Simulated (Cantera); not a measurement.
# Iron carbonyl, mercury and lead vapours: PbO + N₂

Input: 1 mol PbO, 1.8 mol N₂, equilibrated at 777 °C and 0.133 bar.

Cantera equilibrium calculation (NASA polynomials, part measured and part estimated; ideal gas, pure solids and liquids). Candidate condensed phases: Pb, PbO, PbO₂, Pb₃O₄; 12 gas species. Rates play no part.

```yaml
x(N₂): 1.000
x(PbO): 1.11e-5
x(Pb): 2.02e-6
n(PbO(yellow)): 1.000 mol
gas_amount: 1.800 mol
log10 activity of Pb(l) (absent): -2.24
log10 activity of PbO₂(s) (absent): -5.71
```
